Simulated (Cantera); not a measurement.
Cantera run:

```python
import numpy as np
import cantera as ct

gas_names = """
    CL CL2 H HCL H2 Si SiCL SiCL2 SiCL3 SiCL4 SiH SiHCL3 SiH2 SiH2CL2 SiH3 SiH3CL SiH4 Si2 Si3
""".split()
cond_names = """
    Si(cr) Si(L)
""".split()


# ... load() reads the species with a 1 bar reference pressure and builds the phases ...
atoms = {
    'Si': {'Si': 1},
    'HCl': {'H': 1, 'CL': 1},
}
top_T = {}  # K; cautious upper limits of use, not melting points


# ... equilibrate(T, P, feed) seeds the gas with the atoms and calls Mixture.equilibrate('TP', solver="vcs", rtol=1e-11, max_steps=5000) ...
results = []
feed = {'Si': 1, 'HCl': 16}  # mol
T = 775  # K
P = 320  # Pa
mix = equilibrate(T, P, feed)
results.append((T, P, feed, dict(zip(mix.species_names, mix.species_moles))))
print(gas.report(threshold=0.001))
for i in range(1, mix.n_phases):
    print(f"{mix.phase(i).name:16s} {mix.phase_moles(i):12.5e} mol")
```

Output:

```
       temperature   775 K
          pressure   320 Pa
           density   0.0020242 kg/m^3
  mean mol. weight   40.761 kg/kmol
   phase of matter   gas

                          1 kg             1 kmol
                     ---------------   ---------------
          enthalpy       -2.4957e+06       -1.0173e+08  J
   internal energy       -2.6538e+06       -1.0817e+08  J
           entropy            6734.7        2.7451e+05  J/K
    Gibbs function       -7.7151e+06       -3.1447e+08  J
 heat capacity c_p            863.51             35197  J/K
 heat capacity c_v            659.53             26883  J/K

                      mass frac. Y      mole frac. X     chem. pot. / RT
                     ---------------   ---------------   ---------------
               HCL           0.71556           0.80001           -43.969
                H2         0.0065942           0.13333           -24.671
             SiCL4           0.27783          0.066659           -155.08
     [  +16 minor]        2.4359e-05        7.3319e-06

Si(cr)            0.00000e+00 mol
```

Method: chemical equilibrium by Gibbs-energy minimisation in Cantera with the NASA 1993 tables (ideal gas, pure condensed phases).
